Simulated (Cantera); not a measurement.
Mixture: CH₃OH : O₂ : N₂ = 1 : 2.59 : 9.72 (molar parts), equivalence ratio 0.58, at 0.920 bar, adiabatic and at constant volume. Ignition delay is the time to a rise of 400 K.

Detailed kinetics in Cantera: GRI-Mech 3.0 (53 species, 325 reactions). GRI-Mech 3.0 was tuned for natural gas; its chemistry of methanol as a main component is partial and can be far from experiment.

### Question
What does this change do: CH3OH 1 to 0.67 parts?

### Answer
```
quantity           before     after
---------------  --------  --------
delay at 1273 K   3.68 ms   4.02 ms
delay at 1473 K  0.341 ms  0.392 ms
delay at 1673 K   65.6 µs   79.8 µs
delay at 1873 K   19.1 µs   24.3 µs
delay at 2073 K   7.42 µs   11.8 µs
```
Where the delays flatten at high temperature, the 400 K rule measures the pace of heat release, not the induction time.

### Question
What does this change do: pressure from 0.920 bar to 20.0 bar?

### Answer
```csv
quantity,before,after
delay at 1273 K,3.68 ms,0.319 ms
delay at 1473 K,0.341 ms,26.3 µs
delay at 1673 K,65.6 µs,4.62 µs
delay at 1873 K,19.1 µs,1.25 µs
delay at 2073 K,7.42 µs,0.451 µs
apparent activation energy between 1973 and 2173 K,150 kJ/mol,160 kJ/mol
```
The pressure lies above the range GRI-Mech 3.0 was tuned for (to about 10 atm).

### Question
What does this change do: constant pressure in place of constant volume?

### Answer
```json
[
 {"quantity": "delay at 1273 K", "before": "3.68 ms", "after": "3.85 ms"},
 {"quantity": "delay at 1473 K", "before": "0.341 ms", "after": "0.381 ms"},
 {"quantity": "delay at 1673 K", "before": "65.6 µs", "after": "79.2 µs"},
 {"quantity": "delay at 1873 K", "before": "19.1 µs", "after": "25.1 µs"},
 {"quantity": "delay at 2073 K", "before": "7.42 µs", "after": "19.1 µs"}
]
```
Where the delays flatten at high temperature, the 400 K rule measures the pace of heat release, not the induction time.
